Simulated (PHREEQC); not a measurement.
A made-up water analysis in mg/kgw, 25 °C, pH 6.47, pe 12.7: Na 1.26; K 1.97; Ca 0.708; Mg 2.71; Cl 2.77; S(6) as SO4 9.93; Alkalinity as HCO3 4.73; Si as SiO2 0.0164; Cd 0.0136.

Na is adjusted to close the charge balance.
Valence states are taken as typed.

All values are PHREEQC results (ion-association model, phreeqc.dat), not measurements.

```
quantity                before    after
---------------------  -------  -------
CO2 (mol/kgw)          5.76e-5  4.98e-5
MgSO4 (mol/kgw)        2.08e-6  3.27e-6
CaSO4 (mol/kgw)        2.51e-7  2.83e-7
KSO4- (mol/kgw)        3.20e-8  4.37e-8
NaSO4- (mol/kgw)       2.42e-8  2.69e-8
CaHCO3+ (mol/kgw)      1.55e-8  1.88e-8
SI of Quartz (SiO2)      -2.58    -2.86
SI of Otavite (CdCO3)    -2.86    -2.73
```

Question: Which change was made?
(A) Cl from 2.77 to 8.31 mg/kgw
(B) temperature from 25 to 45 °C at the same typed pH
(C) pH from 6.47 to 6.97 at the same alkalinity

Answer: B, temperature from 25 to 45 °C at the same typed pH

Precipitation was switched off in this run. Constants without temperature data keep their 25 °C values here.
